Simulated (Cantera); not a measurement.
Feed: 1 mol MgCO3, 0.15 mol H2S, 1.9 mol CO2, equilibrated at 875 °C and 210 Torr.

Cantera equilibrium calculation (NASA polynomials, part measured and part estimated; ideal gas, pure solids and liquids). Gases not in the tables: S3 to S7. The numbers say what is thermodynamically allowed, not how fast it happens.

```csv
species,before,after
CO2,0.873,0.816
CO,0.0517,0.0989
H2O,0.0413,0.0436
SO2,0.00699,0.0281
S2,0.0162,0.00821
SO,1.78e-5,0.000202
H2S,0.00468,0.00105
COS,0.00371,0.00125
SH,1.51e-5,3.93e-5
H2,0.00207,0.00269
S2O,0.000151,0.000172
"MgO(s), mol",1.00,1.00
```
Gas species are given as mole fractions.

**Question.** What was changed between the two runs?
A) CO2 from 1.9 to 0.041 mol
B) temperature from 875 °C to 425 °C
C) temperature from 875 °C to 1077 °C
D) H2S from 0.15 to 0.71 mol

**Answer.** C, temperature from 875 °C to 1077 °C
